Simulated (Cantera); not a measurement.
SiH2Cl2 + HCl + H2 (silicon epitaxy and polysilicon growth)

Feed: 1 mol SiH2Cl2, 0.99 mol HCl, a varied amount of H2, at 1350 K and 0.133 bar.

Equilibrium computed with Cantera from the NASA thermochemical tables; the gas is ideal and each condensed phase is pure. Candidate condensed phases: Si; 19 gas species. The tables' values for SiCl3 are old estimates; treat these amounts as uncertain. Kinetics and transport are ignored.

```csv
n(H2) (mol),log p H2,log p HCl,log p SiCl2,log p SiCl4,log p SiCl3,log p SiHCl3,n Si(s)
8.1,-0.95,-1.87,-2.35,-2.72,-2.88,-3.04,0.292
13,-0.93,-1.94,-2.51,-3.04,-3.12,-3.27,0.363
20,-0.92,-2.02,-2.68,-3.39,-3.38,-3.52,0.445
31,-0.91,-2.12,-2.89,-3.81,-3.70,-3.83,0.542
49,-0.90,-2.25,-3.15,-4.33,-4.09,-4.22,0.648
76,-0.89,-2.39,-3.44,-4.90,-4.52,-4.64,0.740
120,-0.89,-2.55,-3.76,-5.55,-5.01,-5.13,0.819
190,-0.88,-2.72,-4.12,-6.25,-5.53,-5.65,0.879
290,-0.88,-2.89,-4.45,-6.93,-6.04,-6.16,0.917
460,-0.88,-3.08,-4.84,-7.69,-6.61,-6.73,0.946
```
log p: log10 of the partial pressure in bar; n: condensed amount in mol.

From 8.1 mol H2 to 460 mol H2 the condensed part is Si(s). The main Si-bearing gas is SiCl2 throughout. The share of Si in condensed phases is highest at 460 mol H2 (94.6 %) and lowest at 8.1 mol H2 (29.2 %).
